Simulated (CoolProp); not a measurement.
R142b at several states: fugacity coefficient from the reference equation and from simpler models built on Tc = 410.3 K, pc = 4.055 MPa, ω = 0.232; each cubic takes its own stable root.

Computed with CoolProp (reference Helmholtz-energy equation of state, Lemmon 2006). It is a short technical equation, of lower accuracy than the large ones.

```tsv
T (K)	p (MPa)	phase	reference
295.2	17.1	liquid	0.03026
456.8	0.0638	gas	0.9962
383.8	1.29	gas	0.8652
467	3.93	gas	0.7953
```

Q: How far does each simpler model (van der Waals, Redlich-Kwong, Peng-Robinson) lie from the reference over these 4 states: mean and median of the absolute difference, and the worst?

A: 
- van der Waals: mean 72.6 %, median 1.5 %, worst +287.6 % at 295.2 K and 17.1 MPa
- Redlich-Kwong: mean 13.7 %, median 0.9 %, worst +53.2 % at 295.2 K and 17.1 MPa
- Peng-Robinson: mean 1.1 %, median 1.1 %, worst -2.2 % at 467 K and 3.93 MPa
